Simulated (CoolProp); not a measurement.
A simple Rankine cycle with ammonia: condensing at 316.15 K, boiler at 9.48 MPa, turbine inlet 400.4 K, turbine efficiency 0.65, pump efficiency 0.7, no recuperator. Each further row changes one setting.

Model: reference Helmholtz-energy equation of state, Gao 2020, in CoolProp.

```tsv
case	thermal efficiency (%)	net work (kJ/kg)	heat in (kJ/kg)	turbine exit temperature (K)	volume ratio over the turbine
as stated	9.6	94.4	982	316.1	5.79
turbine inlet 420.4 K	10.3	116	1130	316.1	5.00
condensing temperature 308.15 K	10.6	108	1020	308.1	7.20
boiler pressure 6.64 MPa	8.8	101	1150	316.1	3.49
turbine efficiency 0.55	7.8	76.9	982	316.1	5.91
```

The expansion ends wet for: as stated; turbine inlet 420.4 K; condensing temperature 308.15 K; boiler pressure 6.64 MPa; turbine efficiency 0.55.
